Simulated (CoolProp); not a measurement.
Ammonia at several states: Z from the reference equation and from simpler models built on Tc = 405.6 K, pc = 11.36 MPa, ω = 0.256; each cubic takes its own stable root.

The numbers come from the reference Helmholtz-energy equation of state, Gao 2020 in CoolProp.

```csv
T (K),p (MPa),phase,reference,van der Waals,Soave-Redlich-Kwong
427.3,63.3,supercritical,?,0.9675,0.7774
321.7,2.46,liquid,?,0.8746,?
204.1,4.09,liquid,?,0.1087,0.07197
```

### Question
Some entries are withheld; supply them.

### Answer

- 427.3, reference: 0.6175
- 321.7, reference: 0.02767
- 321.7, Soave-Redlich-Kwong: 0.03530
- 204.1, reference: 0.05658

At some of these states van der Waals gives the other phase, because its saturation line lies elsewhere.
